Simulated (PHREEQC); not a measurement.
## Copper plating or etch bath: an equilibrium model

Solution (35 °C): 130 mmol/kgw CuCl2 and 110 mmol/kgw NaCl. Closed to the air; pH follows from the charge balance.

The numbers come from PHREEQC with the ion-association model, phreeqc.dat.

This is a speciation only: nothing precipitates in the calculation.

Task: Predict the pH, ionic strength, activity of water.

Result: pH 4.14; ionic strength 0.424 mol/kgw; activity of water 0.990.

Task: In which forms is Cl present?

Result: Cl- 89 %, CuCl+ 9.2 %, CuCl2 1.4 % of the Cl.

Complexes and solids missing from the database can't appear.
